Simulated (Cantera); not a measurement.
Input (Python, Cantera) and output of one run.

```python
import numpy as np
import cantera as ct

gas_names = [...]  # 127 gases of nasa_gas.yaml made of C, Fe, H, O, S
cond_names = """
    C(gr) C6H6(L) C7H8(L) C8H18(L),n-octa Fe(a) Fe(c) Fe(d) Fe(L) FeC5O5(L) FeO(s) FeO(L) Fe(OH)2(s)
    Fe(OH)3(s) FeS(a) FeS(b) FeS(c) FeS(L) FeSO4(s) FeS2(s) Fe2O3(s) Fe2S3O12(s) Fe3O4(s) H2O(s) H2O(L)
    H2SO4(L) S(cr1) S(cr2) S(L)
""".split()


# ... load() reads the species with a 1 bar reference pressure and builds the phases ...
atoms = {
    'FeS': {'Fe': 1, 'S': 1},
    'SO2': {'S': 1, 'O': 2},
    'CO2': {'C': 1, 'O': 2},
    'H2S': {'H': 2, 'S': 1},
}
top_T = {'C(gr)': 4500, 'FeSO4(s)': 950, 'FeS2(s)': 1010, 'Fe2O3(s)': 1830, 'Fe2S3O12(s)': 1100, 'Fe3O4(s)': 1870}  # K; cautious upper limits of use, not melting points


# ... equilibrate(T, P, feed) seeds the gas with the atoms and calls Mixture.equilibrate('TP', solver="vcs", rtol=1e-11, max_steps=5000) ...
results = []
T = 950  # K
P = 1333.22  # Pa
for m in [0.43, 0.54, 0.68, 0.86, 1.1, 1.4, 1.7, 2.2, 2.7, 3.4, 4.3]:
    feed = {'FeS': 1, 'SO2': 0.1, 'CO2': 0.47, 'H2S': m}  # mol
    mix = equilibrate(T, P, feed)
    results.append((T, P, feed, dict(zip(mix.species_names, mix.species_moles))))

top = {s: max(r[3][s] / sum(r[3][g] for g in gas_names) for r in results) for s in gas_names}
cols = sorted((s for s in top if top[s] > 1e-05), key=lambda s: -top[s])[:8]
seen = [c for c in cond_names if any(r[3].get(c, 0) > 1e-12 for r in results)]
print("log10 of partial pressures in bar; condensed amounts in mol")
print(f"{'n(H2S)':>10s}" + "".join(f"{s[:9]:>10s}" for s in cols + seen))
for T, P, feed, n in results:
    ng = sum(n[g] for g in gas_names)
    print(f"{feed['H2S']:10.4g}" + "".join(f"{np.log10(max(n[s] / ng * P / 1e5, 1e-99)):10.3f}" for s in cols)
          + "".join(f"{n.get(c, 0):10.4g}" for c in seen))
```

Result:

```
log10 of partial pressures in bar; condensed amounts in mol
    n(H2S)       H2S       CO2       H2O        S2        H2        CO       COS       SO2    FeS(c)
      0.43    -2.623    -2.256    -2.558    -2.686    -3.659    -3.611    -4.074    -4.551         1
      0.54    -2.502    -2.312    -2.580    -2.707    -3.529    -3.514    -3.987    -4.868         1
      0.68    -2.405    -2.376    -2.609    -2.732    -3.419    -3.440    -3.925    -5.157         1
      0.86    -2.324    -2.450    -2.642    -2.759    -3.325    -3.385    -3.884    -5.427         1
       1.1    -2.256    -2.535    -2.683    -2.789    -3.241    -3.347    -3.861    -5.689         1
       1.4    -2.201    -2.628    -2.727    -2.819    -3.172    -3.326    -3.855    -5.931         1
       1.7    -2.164    -2.709    -2.765    -2.843    -3.123    -3.319    -3.860    -6.118         1
       2.2    -2.124    -2.824    -2.821    -2.873    -3.067    -3.323    -3.879    -6.356         1
       2.7    -2.098    -2.921    -2.869    -2.897    -3.029    -3.335    -3.903    -6.539         1
       3.4    -2.073    -3.038    -2.925    -2.922    -2.992    -3.358    -3.938    -6.739         1
       4.3    -2.052    -3.164    -2.987    -2.945    -2.960    -3.390    -3.981    -6.939         1
```

Method: chemical equilibrium by Gibbs-energy minimisation in Cantera with the NASA 1993 tables (ideal gas, pure condensed phases). FeS: taken at fixed stoichiometry. Gases not in the tables: S3 to S7.
